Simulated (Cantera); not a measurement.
## Thermodynamics of silicon carbide growth, feed Si(CH3)4 + C3H8 + H2 + C2H2

A closed system holds: 1 mol Si(CH3)4, 0.017 mol C3H8, 1.1 mol H2, 0.52 mol C2H2, equilibrated at 1.33 mbar.

Equilibrium computed with Cantera from the NASA thermochemical tables; the gas is ideal and each condensed phase is pure. Candidate condensed phases: C, C6H6, C7H8, C8H18, Si, SiC; 87 gas species. Gases not in the tables: Si2H6 and higher silanes. Equilibrium is a limit: real reactors are often held back by kinetics, nucleation or transport.

```csv
T (°C),x H2,x H,x Si,x SiC2,x C2H2 (acetylene),x Si2C,n C(graphite),n SiC(s)
927,1.000,5.40e-6,1.75e-12,<1e-12,1.03e-7,<1e-12,4.09,1.00
1077,1.000,6.53e-5,5.69e-10,<1e-12,1.24e-6,<1e-12,4.09,1.00
1227,1.000,0.000482,5.75e-8,1.01e-10,9.02e-6,8.76e-11,4.09,1.000
1377,0.997,0.00248,2.49e-6,1.39e-8,4.55e-5,1.10e-8,4.09,1.000
1527,0.990,0.00976,5.74e-5,8.36e-7,0.000174,6.09e-7,4.09,1.000
1677,0.968,0.0309,0.000810,2.64e-5,0.000529,1.79e-5,4.09,0.993
1827,0.909,0.0813,0.00780,0.000503,0.00131,0.000319,4.13,0.926
1977,0.754,0.177,0.0553,0.00640,0.00253,0.00384,4.53,0.360
2127,0.572,0.329,0.0766,0.0147,0.00399,0.00210,4.68,0
```
x: gas mole fraction; n: condensed amount in mol.

From 927 °C to 1977 °C the condensed part is C(graphite) + SiC(s). At 2127 °C the condensed part is C(graphite).
